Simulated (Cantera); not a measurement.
Feed: 1 mol KCl, 0.34 mol N2, 3.4 mol H2, held at 1950 K and 0.0250 bar.

Equilibrium computed with Cantera from the NASA thermochemical tables; the gas is ideal and each condensed phase is pure. Candidate condensed phases: K, KCl, NH4Cl; 17 gas species. The numbers say what is thermodynamically allowed, not how fast it happens.

Base state: H2 0.697, KCl 0.190, N2 0.0709, K 0.0179, HCl 0.0178, H 0.00605, Cl 0.000116, K2Cl2 7.06e-5 (mole fractions); condensed: gas only.

**Question.** What changes in the equilibrium state with this change: temperature from 1950 K to 1700 K?

**Answer.** 
| species | before | after |
|---|---|---|
| H2 | 0.697 | 0.711 |
| KCl | 0.190 | 0.202 |
| N2 | 0.0709 | 0.0715 |
| K | 0.0179 | 0.00714 |
| HCl | 0.0178 | 0.00713 |
| Cl | 0.000116 | 6.13e-6 |
| H | 0.00605 | 0.000786 |
| K2Cl2 | 7.06e-5 | 0.000401 |
